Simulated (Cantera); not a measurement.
Charge: 1 mol Zr, 3.9 mol N2, 480 mol H2, held at 31.0 mbar.

Equilibrium computed with Cantera from the NASA thermochemical tables; the gas is ideal and each condensed phase is pure. Candidate condensed phases: Zr, ZrN; 11 gas species. ZrN: taken at fixed stoichiometry. Rates play no part. All values below are at 2573 K.

Base state: H2 0.817, H 0.176, N2 0.00643, Zr 3.54e-5 (mole fractions); condensed: ZrN(s).

### Question
What changes in the equilibrium state with this change: pressure from 31.0 mbar to 7.50 Pa?

### Answer
```
species       before    after
-----------  -------  -------
H              0.176    0.939
H2             0.817   0.0560
N2           0.00643  0.00427
Zr           3.54e-5  0.00109
ZrN(s), mol    0.981        0
```

### Question
What changes in the equilibrium state with this change: pressure from 31.0 mbar to 4.10 Pa?

### Answer
```csv
species,before,after
H,0.176,0.963
H2,0.817,0.0322
N2,0.00643,0.00417
Zr,3.54e-5,0.00107
"ZrN(s), mol",0.981,0
```
